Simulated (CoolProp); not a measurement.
n-perfluoropentane along the isotherm 481.8 K: Z from the reference equation and from simpler models built on Tc = 421.0 K, pc = 2063 kPa, ω = 0.436; each cubic takes its own stable root.

Values from CoolProp's reference Helmholtz-energy equation of state, Gao 2022.

| p (kPa) | phase | reference | van der Waals | Soave-Redlich-Kwong |
|---|---|---|---|---|
| 16.3 | gas | 0.9984 | 0.9983 | 0.9984 |
| 30.9 | gas | 0.9969 | 0.9968 | 0.9970 |
| 58.6 | gas | 0.9941 | 0.9939 | 0.9943 |
| 111 | gas | 0.9889 | 0.9884 | 0.9891 |
| 211 | gas | 0.9787 | 0.9779 | 0.9793 |
| 399 | gas | 0.9593 | 0.9575 | … |
| 757 | gas | 0.9213 | 0.9168 | … |
| 1440 | gas | 0.8450 | … | 0.8527 |
| 2720 | supercritical | 0.6941 | … | … |
| 5160 | supercritical | 0.5146 | … | … |

Problem. Some entries are withheld; supply them.

Solution. 
- 399, Soave-Redlich-Kwong: 0.9606
- 757, Soave-Redlich-Kwong: 0.9243
- 1440, van der Waals: 0.8303
- 2720, van der Waals: 0.6153
- 2720, Soave-Redlich-Kwong: 0.7140
- 5160, van der Waals: 0.5362
- 5160, Soave-Redlich-Kwong: 0.5844
